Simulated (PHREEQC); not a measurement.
1 kg of water holding 89 mmol/kgw CaCl2 and 170 mmol/kgw MgCl2 is evaporated at 50 °C; the solids stay in contact with the brine. No CO2 enters from the air. Only these solids could form: Bischofite, Brucite, Portlandite, MgCl2_4H2O.

Computed with PHREEQC (Pitzer model, pitzer.dat).

| water left (kg) | ionic strength | water activity | Mg in solution (mol/kgw) | Cl in solution (mol/kgw) |
|---|---|---|---|---|
| 1 | 0.777 | 0.988 | 0.170 | 0.518 |
| 0.8219 | 0.945 | 0.985 | 0.207 | 0.630 |
| 0.6755 | 1.15 | 0.982 | 0.252 | 0.767 |
| 0.5552 | 1.40 | 0.977 | 0.306 | 0.933 |
| 0.4563 | 1.70 | 0.972 | 0.373 | 1.14 |
| 0.375 | 2.07 | 0.965 | 0.453 | 1.38 |
| 0.3082 | 2.52 | 0.955 | 0.552 | 1.68 |
| 0.2533 | 3.07 | 0.943 | 0.671 | 2.04 |
| 0.2082 | 3.73 | 0.927 | 0.816 | 2.49 |
| 0.1711 | 4.54 | 0.905 | 0.993 | 3.03 |
| 0.1407 | 5.52 | 0.875 | 1.21 | 3.68 |
| 0.1156 | 6.72 | 0.834 | 1.47 | 4.48 |
| 0.09502 | 8.18 | 0.780 | 1.79 | 5.45 |
| 0.07809 | 9.95 | 0.707 | 2.18 | 6.63 |
| 0.06418 | 12.1 | 0.615 | 2.65 | 8.07 |
| 0.05275 | 14.7 | 0.501 | 3.22 | 9.82 |
| 0.04335 | 17.9 | 0.372 | 3.92 | 11.9 |

At this temperature some constants are extrapolated from 25 °C, and those without enthalpy data are left unchanged.
